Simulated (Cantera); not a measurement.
A diamond (100) surface in a fixed gas of H2 with x(CH4) = 0.0058, x(H) = 0.02, at 1175 K, 33.0 Torr; coverages are run to steady state.

Model: the Harris–Goodwin 1993 mechanism for the reconstructed diamond (100) surface, integrated in Cantera.

One state of this run: growth (µm/h) = 2.31; θ c6HH = 0.455; θ c6H* = 0.0359; θ c6*H = 0.481; θ c6** = 0.0274; θ c6HM = 0.000711. θ: site fractions in the mechanism's names (c6HH fully hydrogenated, c6H* and c6*H radical sites, c6** diradical, c6HM methylated).

Problem. Which value of x(CH3) does it belong to?
(A) 2.4e-06
(B) 7.4e-05
(C) 3.1e-05
(D) 1.3e-05

Solution. B, 7.4e-05
